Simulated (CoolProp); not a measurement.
Isobutane along the isotherm 165.35 °C: Z from the reference equation and from simpler models built on Tc = 134.7 °C, pc = 3.629 MPa, ω = 0.184; each cubic takes its own stable root.

Computed with CoolProp (reference Helmholtz-energy equation of state, Bücker 2006).

```tsv
p (MPa)	phase	reference
0.181	gas	0.9866
0.363	gas	0.9728
0.544	gas	0.9590
0.726	gas	0.9447
0.907	gas	0.9303
1.09	gas	0.9155
1.27	gas	0.9006
1.45	gas	0.8853
1.63	gas	0.8698
1.81	gas	0.8538
```

### Question
How far does each simpler model (Pitzer virial, van der Waals, Redlich-Kwong, Soave-Redlich-Kwong, Peng-Robinson) lie from the reference over these 10 states: mean and median of the absolute difference, and the worst?

### Answer
- Pitzer virial: mean 0.4 %, median 0.3 %, worst +1.3 % at 165.35 °C and 1.81 MPa
- van der Waals: mean 0.5 %, median 0.5 %, worst +0.8 % at 165.35 °C and 1.81 MPa
- Redlich-Kwong: mean 0.3 %, median 0.2 %, worst -0.5 % at 165.35 °C and 1.81 MPa
- Soave-Redlich-Kwong: mean 0.0 %, median 0.0 %, worst +0.1 % at 165.35 °C and 1.81 MPa
- Peng-Robinson: mean 1.0 %, median 1.0 %, worst -1.8 % at 165.35 °C and 1.81 MPa
